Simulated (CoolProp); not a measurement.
The fluid at 293.15 K and 1.52 MPa is throttled through a valve to 0.552 MPa with no heat exchange. The same conditions are run with several fluids, on thermodynamics alone (safety and materials aside).

Computed with CoolProp (reference Helmholtz-energy equation of state of each fluid (ammonia: Gao 2020; 1,2-dichloroethane: Thol 2015; R1233zd(E): Akasaka 2022; R152A: Outcalt 1996; R407C: Lemmon 2003)). Blends and air are pseudo-pure fits.

### Question
Rank ammonia, 1,2-dichloroethane, R1233zd(E), R152A, R407C by temperature change (K), highest first.

### Answer
1,2-dichloroethane (+0.4), R1233zd(E) (+0.3), R152A (+0.1), ammonia (-13.1), R407C (-20.0)

```csv
fluid,final phase,final density (kg/m³)
ammonia,"two-phase, vapour fraction 0.050",77.5
"1,2-dichloroethane",liquid,1250
R1233zd(E),liquid,1280
R152A,liquid,912
R407C,"two-phase, vapour fraction 0.142",148
```
